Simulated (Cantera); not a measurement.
A Cantera script and what it prints.

```python
import numpy as np
import cantera as ct

gas_names = """
    N NO NO2 NO3 N2 N2O O O2 O3 Si SiN SiO SiO2 Si2 Si2N Si3
""".split()
cond_names = """
    Si(cr) Si(L) SiO2(Lqz) SiO2(hqz) SiO2(L) Si2N2O(s) Si3N4(a)
""".split()


# ... load() reads the species with a 1 bar reference pressure and builds the phases ...
atoms = {
    'Si': {'Si': 1},
    'O2': {'O': 2},
    'N2': {'N': 2},
}
top_T = {'Si2N2O(s)': 2100, 'Si3N4(a)': 2400}  # K; cautious upper limits of use, not melting points


# ... equilibrate(T, P, feed) seeds the gas with the atoms and calls Mixture.equilibrate('TP', solver="vcs", rtol=1e-11, max_steps=5000) ...
results = []
feed = {'Si': 1, 'O2': 0.026, 'N2': 57}  # mol
T = 1900  # K
for P in [0.1, 0.75, 5.6, 42, 320, 2400, 18000, 130000, 1000000]:
    mix = equilibrate(T, P, feed)
    results.append((T, P, feed, dict(zip(mix.species_names, mix.species_moles))))

top = {s: max(r[3][s] / sum(r[3][g] for g in gas_names) for r in results) for s in gas_names}
cols = sorted((s for s in top if top[s] > 1e-06), key=lambda s: -top[s])[:9]
seen = [c for c in cond_names if any(r[3].get(c, 0) > 1e-12 for r in results)]
print("log10 of partial pressures in bar; condensed amounts in mol")
print(f"{'P/Pa':>10s}" + "".join(f"{s[:9]:>10s}" for s in cols + seen))
for T, P, feed, n in results:
    ng = sum(n[g] for g in gas_names)
    print(f"{P:10.4g}" + "".join(f"{np.log10(max(n[s] / ng * P / 1e5, 1e-99)):10.3f}" for s in cols)
          + "".join(f"{n.get(c, 0):10.4g}" for c in seen))
```

It prints:

```
log10 of partial pressures in bar; condensed amounts in mol
      P/Pa        N2        Si       SiO       SiN      Si2N       Si2       Si3     Si(L) Si2N2O(s)  Si3N4(a)
       0.1    -6.008    -7.787    -9.047   -11.266   -13.993   -12.769   -16.303         0         0         0
      0.75    -5.132    -6.912    -8.172    -9.954   -11.806   -11.020   -13.679         0         0         0
       5.6    -4.259    -6.040    -7.299    -8.645    -9.626    -9.276   -11.064         0         0         0
        42    -3.384    -5.175    -6.424    -7.342    -7.458    -7.546    -8.468         0         0         0
       320    -2.497    -4.899    -5.537    -6.623    -6.463    -6.994    -7.641    0.7008         0         0
      2400    -1.620    -4.899    -4.660    -6.185    -6.024    -6.994    -7.641    0.9113         0         0
   1.8e+04    -0.745    -5.326    -3.780    -6.174    -6.440    -7.848    -8.921         0         0    0.3154
   1.3e+05     0.114    -5.899    -3.336    -6.317    -7.156    -8.993   -10.639         0     0.032    0.3053
     1e+06     1.000    -6.489    -3.632    -6.465    -7.894   -10.174   -12.411         0   0.05068    0.2991
```

Equilibrium computed with Cantera from the NASA thermochemical tables; the gas is ideal and each condensed phase is pure. Mutual solubility and eutectic melting of coexisting phases are not modelled. The tables' values for SiN are old estimates; treat these amounts as uncertain.
